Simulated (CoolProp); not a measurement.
Ethanol at 298.15 K and 0.00569 MPa is throttled through a valve to 0.00196 MPa with no heat exchange. Each further row changes one setting.

Computed with CoolProp (reference Helmholtz-energy equation of state, Schroeder 2014).

```tsv
case	temperature change (K)	final density (kg/m³)
as stated	___	0.0365
outlet pressure 0.000588 MPa	-0.7	0.0110
outlet pressure 0.00255 MPa	___	___
```

### Question
Complete the blanks.

### Answer

- as stated, temperature change (K): -0.5
- outlet pressure 0.00255 MPa, temperature change (K): -0.4
- outlet pressure 0.00255 MPa, final density (kg/m³): 0.0475
